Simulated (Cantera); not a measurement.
Feed: 1 mol CsOH, 0.045 mol H₂, 7.9 mol O₂, held at 675 °C and 10000 Pa.

These are equilibrium values from Cantera (NASA tables, ideal gas, pure condensed phases), not measurements of a reactor. Candidate condensed phases: Cs, CsOH, H₂O; 15 gas species. The numbers say what is thermodynamically allowed, not how fast it happens.

Base state: O₂ 0.895, CsOH 0.0865, Cs₂(OH)₂ 0.0135, H₂O 0.00511 (mole fractions); condensed: gas only.

What changes in the equilibrium state with this change: 0.033 mol HCl added?


```tsv
species	before	after
O₂	0.895	0.892
CsOH	0.0865	0.0839
Cs₂(OH)₂	0.0135	0.0128
H₂O	0.00511	0.00883
CsCl	0	0.00198
Cs₂Cl₂	0	0.000879
```
Further candidate phases: CsCl.
